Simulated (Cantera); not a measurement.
Input: 1 mol Si3N4, 0.013 mol N2O, 910 mol N2, 0.0093 mol H2O, at 1.33 mbar.

Cantera equilibrium calculation (NASA polynomials, part measured and part estimated; ideal gas, pure solids and liquids). Candidate condensed phases: H2O, Si, SiO2, Si2N2O, Si3N4; 35 gas species. Equilibrium is a limit: real reactors are often held back by kinetics, nucleation or transport.

**Question.** What share of the Si ends up in condensed phases as a function of T (°C), at 1327, 1377, 1427, 1477, 1527, 1577, 1627, 1677, 1727, 1777, 1827, 1877?

**Answer.** 
| T (°C) | Si condensed (%) | as |
|---|---|---|
| 1327 | 98.4 | Si3N4(s) |
| 1377 | 95.0 | Si3N4(s) |
| 1427 | 82.0 | Si(l) |
| 1477 | 61.7 | Si(l) |
| 1527 | 20.5 | Si(l) |
| 1577 | 0.0 | - |
| 1627 | 0.0 | - |
| 1677 | 0.0 | - |
| 1727 | 0.0 | - |
| 1777 | 0.0 | - |
| 1827 | 0.0 | - |
| 1877 | 0.0 | - |
